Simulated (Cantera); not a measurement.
Input: 1 mol PbO, 0.1 mol O₂, 0.35 mol H₂, equilibrated at 1 atm.

Equilibrium computed with Cantera from the NASA thermochemical tables; the gas is ideal and each condensed phase is pure. Candidate condensed phases: H₂O, Pb, PbO, PbO₂, Pb₃O₄; 12 gas species. Rates play no part.

Question: Which condensed phases are stable at each of these points (T (°C)): 352, 402, 452, 502, 552, 602, 652?

Answer: 
```tsv
T (°C)	condensed phases	Pb condensed (%)
352	Pb(l) + PbO(red)	100.0
402	Pb(l) + PbO(red)	100.0
452	Pb(l) + PbO(red)	100.0
502	Pb(l) + PbO(yellow)	100.0
552	Pb(l) + PbO(yellow)	100.0
602	Pb(l) + PbO(yellow)	100.0
652	Pb(l) + PbO(yellow)	100.0
```

From 352 °C to 452 °C the condensed part is Pb(l) + PbO(red). From 502 °C to 652 °C the condensed part is Pb(l) + PbO(yellow).
